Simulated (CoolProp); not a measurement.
Saturated liquid density (kg/m³) of ammonia: the reference equation beside estimates from Tc = 405.6 K, pc = 11360 kPa, ω = 0.256. Rackett uses Z = 0.29056 − 0.08775 ω.

Computed with CoolProp (reference Helmholtz-energy equation of state, Gao 2020).

| T (K) | reference | Rackett | van der Waals | Soave-Redlich-Kwong | Peng-Robinson |
|---|---|---|---|---|---|
| 316.6 | 574.0 | 502.5 | 302.5 | 450.8 | 511.4 |
| 322.9 | 563.4 | 493.6 | 297.1 | 441.1 | [?] |
| 329.2 | 552.4 | 484.5 | 291.5 | 430.9 | 489.1 |
| 335.5 | 541.0 | [?] | 285.7 | 420.2 | 477.0 |
| 341.7 | [?] | [?] | 279.6 | 409.1 | [?] |
| 348 | 516.6 | 454.7 | 273.2 | 397.0 | 450.5 |
| 354.3 | 503.2 | 443.7 | 266.3 | 384.2 | 435.8 |
| 360.6 | 488.9 | 432.0 | 259.0 | 370.4 | 419.9 |

Problem. Some entries are withheld; supply them.

Solution. 
- 322.9, Peng-Robinson: 500.6
- 335.5, Rackett: 475.0
- 341.7, reference: 529.2
- 341.7, Rackett: 465.2
- 341.7, Peng-Robinson: 464.3

Absolute difference from the reference over all 8 rows, mean and median: Rackett 12.1 and 12.1 %, van der Waals 47.2 and 47.2 %, Soave-Redlich-Kwong 22.7 and 22.5 %, Peng-Robinson 12.2 and 12.0 %.
